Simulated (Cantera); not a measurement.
# Gas-phase reforming

An isothermal, constant-pressure homogeneous reactor starts with 81.2 % CH4, 17.3 % H2O, 1.52 % H2, at 1698 K and 160000 Pa.

Detailed kinetics in Cantera: GRI-Mech 3.0 (53 species, 325 reactions). GRI-Mech 3.0 stops at C3 and has no aromatics, soot or wall deposition, so with more carbon than oxygen in the feed, carbon stays in small species such as C2H2 where larger ones or solid carbon would form.

```
t (s)      x CH4    x H2O   x H2      x O2   x C2H4    x HCO  x CH2CO
--------  ------  -------  -----  --------  -------  -------  -------
0.000900   0.670    0.162  0.120  1.01e-11   0.0233  6.35e-9  4.37e-6
0.00208    0.536    0.149  0.233  9.27e-12   0.0194  4.04e-9  1.56e-5
0.00483    0.384    0.133  0.361  4.80e-12   0.0111  2.52e-9  2.39e-5
0.0112     0.243    0.117  0.480  2.46e-12  0.00856  1.63e-9  2.70e-5
0.0259     0.135    0.104  0.571  1.58e-12  0.00878  1.31e-9  2.72e-5
0.0600    0.0750   0.0899  0.626  1.16e-12  0.00941  1.78e-9  2.49e-5
0.139     0.0547   0.0718  0.655    <1e-12  0.00943  3.37e-9  1.94e-5
0.322     0.0509   0.0465  0.677    <1e-12  0.00893  6.03e-9  1.17e-5
0.746     0.0484   0.0199  0.699    <1e-12  0.00829  9.05e-9  4.77e-6
1.73      0.0468  0.00358  0.712    <1e-12  0.00788  1.10e-8  1.18e-6
4.00      0.0464  8.53e-5  0.715    <1e-12  0.00778  1.14e-8  4.73e-7
```
x: mole fraction; the columns are a selection and need not sum to one.

Equilibrium at this temperature and pressure: CH4 0.0464, H2O 9.78e-7, H2 0.715, O2 <1e-12, C2H4 0.00778, HCO 1.15e-8, CH2CO 4.56e-7 (gas phase only).
